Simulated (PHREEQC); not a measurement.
1 kg of water holding 50 mmol/kgw NaCl, 10 mmol/kgw Na2SO4, 29 mmol/kgw KCl and 14 mmol/kgw Na2B4O7 is evaporated at 25 °C; the solids stay in contact with the brine. CO2 from the air is kept out. The run lets Arcanite, Glaserite, Halite, Mirabilite, Misenite, Sylvite, Thenardite, Borax, Boric_acid,s, KB5O8:4H2O, K2B4O7:4H2O, NaBO2:4H2O, NaB5O8:5H2O, Teepleite precipitate or redissolve, and no other solid.

The numbers come from PHREEQC with the Pitzer model, pitzer.dat.

```
water left (kg)  ionic strength  water activity  Halite (mol)  Borax (mol)  Sylvite (mol)  Glaserite (mol)
---------------  --------------  --------------  ------------  -----------  -------------  ---------------
1                         0.137           0.996             0            0              0                0
0.8219                    0.167           0.995             0            0              0                0
0.6756                    0.204           0.994             0            0              0                0
0.4565                    0.303           0.991             0            0              0                0
0.3753                    0.370           0.989             0            0              0                0
0.3086                    0.452           0.987             0            0              0                0
0.2538                    0.553           0.984             0            0              0                0
0.2087                    0.676           0.981             0            0              0                0
0.1717                    0.826           0.978             0            0              0                0
0.116                      1.18           0.969             0      0.00254              0                0
0.09512                    1.37           0.964             0      0.00510              0                0
0.07797                    1.61           0.958             0      0.00708              0                0
0.0639                     1.91           0.949             0      0.00860              0                0
0.05236                    2.28           0.939             0      0.00977              0                0
0.04286                    2.73           0.926             0       0.0107              0                0
0.02868                    3.98           0.889             0       0.0119              0                0
0.02341                    4.83           0.862             0       0.0123              0                0
0.01909                    5.88           0.827             0       0.0127              0                0
0.01554                    6.79           0.787             0       0.0130              0         0.000998
0.01262                    7.68           0.737             0       0.0132              0          0.00234
0.01023                    7.92           0.720        0.0104       0.0133              0          0.00319
0.00664                    7.94           0.717        0.0308       0.0136        0.00224          0.00406
0.005298                   7.94           0.717        0.0377       0.0136        0.00462          0.00425
0.00421                    7.94           0.717        0.0433       0.0137        0.00655          0.00440
```

Borax from water left = 0.116 kg (pH 9.04); Glaserite from water left = 0.01554 kg (pH 8.57); Halite from water left = 0.01023 kg (pH 8.46); Sylvite from water left = 0.00664 kg (pH 8.49).
